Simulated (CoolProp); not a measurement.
Vapour-liquid equilibrium of CHF3 (R23) (1) + R134a (2) at 4.55 °C; x and y are mole fractions of (1).

Values from CoolProp's multi-fluid Helmholtz-energy mixture model, Penoncello 2003 and Tillner-Roth 1994; pair parameters Bell 2016.

```
x     bubble pressure (bar)  y at the bubble point  dew pressure at overall composition x (bar)  liquid density (mol/L)
----  ---------------------  ---------------------  -------------------------------------------  ----------------------
0.05                  4.395                  0.234                                        3.610                   12.69
0.15                  6.340                  0.498                                        4.000                   12.98
0.25                  8.359                  0.644                                        4.479                   13.27
0.35                  10.47                  0.738                                        5.086                   13.56
0.45                  12.69                  0.805                                        5.875                   13.83
0.55                  15.05                  0.855                                        6.945                   14.08
0.65                  17.55                  0.895                                        8.471                   14.30
0.75                  20.23                  0.929                                        10.81                   14.46
0.85                  23.14                  0.958                                        14.77                   14.52
0.95                  26.37                  0.986                                        22.30                   14.41
```

No azeotrope shows between x = 0.05 and 0.95.

Pair parameters are fitted to limited data, so mixtures are less certain than the pure fluids.
